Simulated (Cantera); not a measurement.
Charge: 1 mol TiO₂, 2.7 mol HCl, 0.64 mol H₂O, equilibrated at 1398 K and 1000 Pa.

Method: chemical equilibrium by Gibbs-energy minimisation in Cantera with the NASA 1993 tables (ideal gas, pure condensed phases). Candidate condensed phases: H₂O, Ti, TiCl₂, TiCl₃, TiCl₄, TiO, TiO₂, Ti₂O₃, Ti₃O₅, Ti₄O₇; 23 gas species. The numbers say what is thermodynamically allowed, not how fast it happens.

Base state: HCl 0.807, H₂O 0.191, Cl 0.00124, H₂ 0.000645, Cl₂ 1.96e-5 (mole fractions); condensed: TiO₂(rutile).

Problem. What changes in the equilibrium state with this change: pressure from 1000 Pa to 220000 Pa?

Solution. 
```tsv
species	before	after
HCl	0.807	0.808
H₂O	0.191	0.192
Cl	0.00124	0.000167
H₂	0.000645	0.000162
TiCl₄	5.12e-8	1.13e-5
Cl₂	1.96e-5	7.80e-5
TiO₂(rutile), mol	1.00	1.000
```
Gases not in the tables: TiO(OH)₂.
